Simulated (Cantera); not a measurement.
Charge: 1 mol C6H6, 0.017 mol O2, 11 mol N2, at 2425 K and 7.50 Torr.

These are equilibrium values from Cantera (NASA tables, ideal gas, pure condensed phases), not measurements of a reactor. Candidate condensed phases: C, C6H6, C7H8, C8H18, H2O; 136 gas species. Rates play no part.

Base state: N2 0.744, H2 0.158, H 0.0712, HCN 0.0200, CO 0.00234, HNC 0.00215, C2H2 (acetylene) 0.00123, CN 0.000468 (mole fractions); condensed: C(graphite).

Question: What changes in the equilibrium state with this change: temperature from 2425 K to 1000 K?

Answer: 
| species | before | after |
|---|---|---|
| N2 | 0.744 | 0.784 |
| H2 | 0.158 | 0.214 |
| CO | 0.00234 | 0.00242 |
| H | 0.0712 | 1.05e-8 |
| HCN | 0.0200 | 2.12e-6 |
| C2H2 (acetylene) | 0.00123 | <1e-9 |
| HNC | 0.00215 | 3.14e-9 |
| CN | 0.000468 | <1e-9 |
| C2N2 | 3.63e-5 | <1e-9 |
| C(graphite), mol | 5.60 | 5.97 |

Question: What changes in the equilibrium state with this change: C6H6 replaced by CH4?

Answer: 
```tsv
species	before	after
N2	0.744	0.809
H2	0.158	0.109
H	0.0712	0.0591
HCN	0.0200	0.0173
C2H2 (acetylene)	0.00123	0.000850
C2H	3.39e-5	2.81e-5
HNC	0.00215	0.00186
C2N2	3.63e-5	3.95e-5
CO	0.00234	0.00253
C(graphite), mol	5.60	0.676
```

Question: What changes in the equilibrium state with this change: O2 from 0.017 to 0.55 mol?

Answer: 
| species | before | after |
|---|---|---|
| N2 | 0.744 | 0.693 |
| H2 | 0.158 | 0.146 |
| CO | 0.00234 | 0.0703 |
| HCN | 0.0200 | 0.0186 |
| H | 0.0712 | 0.0684 |
| C2H2 (acetylene) | 0.00123 | 0.00114 |
| HNC | 0.00215 | 0.00199 |
| C(graphite), mol | 5.60 | 4.53 |
